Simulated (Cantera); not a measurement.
A Cantera script and its output.

```python
import numpy as np
import cantera as ct

gas = ct.Solution("h2o2.yaml")
gas.TPX = 925, 42000, {'H2': 1.3, 'O2': 1, 'N2': 5.6}
reactor = ct.IdealGasConstPressureReactor(gas, energy="off", clone=False)
net = ct.ReactorNet([reactor])
net.rtol, net.atol = 1e-08, 1e-18
show = ['H2', 'O2', 'H', 'OH', 'H2O2']
times = np.geomspace(2e-05, 3, 10)

steps = ct.SolutionArray(gas, extra=["t"])
rows = []
print(f"{'t/s':>10s}{'T/K':>9s}{'P/Pa':>11s}" + "".join(f"{s:>11s}" for s in show))
for t in times:
    while net.time < t:
        t_next = net.step()
        steps.append(gas.state, t=t_next)
    rows.append([np.interp(t, steps.t, y) for y in (steps.T, steps.P, *steps(*show).X.T)])
    print(f"{t:10.3e}{rows[-1][0]:9.1f}{rows[-1][1]:11.4g}" + "".join(f"{x:11.3e}" for x in rows[-1][2:]))
rate = np.gradient(steps.T, steps.t)
print("integrator steps:", len(steps.t))
if steps.T.max() > steps.T[0] + 200:
    print(f"time of steepest temperature rise: {steps.t[rate.argmax()]:.4e} s")
gas.TPX = 925, 42000, {'H2': 1.3, 'O2': 1, 'N2': 5.6}
gas.equilibrate("TP")
print(f"equilibrium (TP): T = {gas.T:.1f} K  " + "  ".join(f"{s} {gas[s].X[0]:.3e}" for s in show))
```

It prints:

```
       t/s      T/K       P/Pa         H2         O2          H         OH       H2O2
 2.000e-05    925.0    4.2e+04  1.646e-01  1.266e-01  1.285e-11  3.785e-13  3.102e-15
 7.519e-05    925.0    4.2e+04  1.646e-01  1.266e-01  6.247e-11  2.212e-12  5.968e-14
 2.827e-04    925.0    4.2e+04  1.646e-01  1.266e-01  9.470e-10  3.497e-11  2.752e-12
 1.063e-03    925.0    4.2e+04  1.645e-01  1.266e-01  3.988e-06  1.673e-07  2.627e-08
 3.995e-03    925.0    4.2e+04  2.827e-02  6.169e-02  2.116e-05  6.520e-06  1.043e-05
 1.502e-02    925.0    4.2e+04  2.755e-02  6.135e-02  1.846e-07  4.379e-08  4.166e-05
 5.646e-02    925.0    4.2e+04  2.709e-02  6.111e-02  3.699e-07  9.685e-08  8.105e-05
 2.123e-01    925.0    4.2e+04  2.316e-02  5.920e-02  6.496e-07  2.151e-07  1.539e-04
 7.980e-01    925.0    4.2e+04  1.140e-02  5.363e-02  3.461e-07  2.113e-07  1.082e-04
 3.000e+00    925.0    4.2e+04  1.124e-03  4.880e-02  2.993e-08  1.549e-07  1.450e-05
integrator steps: 1653
equilibrium (TP): T = 925.0 K  H2 9.903e-12  O2 4.828e-02  H 1.273e-15  OH 2.725e-08  H2O2 2.550e-11
```

Computed with Cantera and the H2/O2 subset of GRI-Mech 3.0, which has no nitrogen chemistry. Below about 950 K walls govern HO2 and H2O2 in real vessels. The temperature is held fixed by assumption; the heat of reaction is taken as removed at once.
